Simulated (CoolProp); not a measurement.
Computed with CoolProp (reference Helmholtz-energy equation of state, Akasaka 2024).

Question: Give the vapour pressure (kPa), liquid density (kg/m³), enthalpy of vaporisation (kJ/kg), liquid cp (kJ/(kg K)) of saturated R1132(E) at -24.65, 16.55, 24.75 °C.

Answer: 
| T (°C) | p (kPa) | liquid density (kg/m³) | enthalpy of vaporisation (kJ/kg) | liquid cp (kJ/(kg K)) |
|---|---|---|---|---|
| -24.65 | 349 | 1070 | 280 | 1.67 |
| 16.55 | 1320 | 948 | 228 | 1.84 |
| 24.75 | 1650 | 917 | 215 | 1.92 |
